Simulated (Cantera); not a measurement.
A closed system holds: 1 mol Si, a varied amount of HBr, 1.3 mol N2, equilibrated at 577 °C and 1.00 bar.

Cantera equilibrium calculation (NASA polynomials, part measured and part estimated; ideal gas, pure solids and liquids). Candidate condensed phases: Br2, Si, Si3N4; 28 gas species. N2 is the only nitrogen source here; it is nearly inert below about 1500 K, so the nitride shown seldom forms there in practice. Rates play no part.

Q: Which condensed phases are stable at each of these points (n(HBr) (mol)): 2.1, 3, 3.9, 4.7, 5.6, 6.5, 7.4, 8.3, 9.1, 10, 11, 12?

A: 
```csv
n(HBr) (mol),condensed phases,Si condensed (%)
2.1,Si3N4(s),77.0
3,Si3N4(s),66.1
3.9,Si3N4(s),54.9
4.7,Si3N4(s),45.0
5.6,Si3N4(s),33.7
6.5,Si3N4(s),22.3
7.4,Si3N4(s),10.9
8.3,gas only,0.0
9.1,gas only,0.0
10,gas only,0.0
11,gas only,0.0
12,gas only,0.0
```

From 2.1 mol HBr to 7.4 mol HBr the condensed part is Si3N4(s). From 8.3 mol HBr to 12 mol HBr nothing is condensed.
